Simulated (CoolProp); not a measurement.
The fluid at 248.91 K and 0.907 MPa expands adiabatically to 0.14 MPa with isentropic efficiency 0.8. The same conditions are run with several fluids, on thermodynamics alone (safety and materials aside).

Values from CoolProp's reference Helmholtz-energy equation of state of each fluid (hydrogen chloride: Thol 2018; methane: Setzmann 1991; nitrous oxide: Lemmon 2006; oxygen: Schmidt 1985; ethylene: Smukala 2000).

```
fluid              work (kJ/kg)  final temperature (K)                       final phase  final density (kg/m³)
-----------------  ------------  ---------------------  --------------------------------  ---------------------
hydrogen chloride          64.4                  194.1  two-phase, vapour fraction 0.919                   3.57
methane                     150                  173.2                               gas                   1.58
nitrous oxide              54.2                  190.3  two-phase, vapour fraction 0.951                   4.24
oxygen                     73.9                  165.5                               gas                   3.28
ethylene                   83.1                  175.1  two-phase, vapour fraction 0.994                   2.83
```
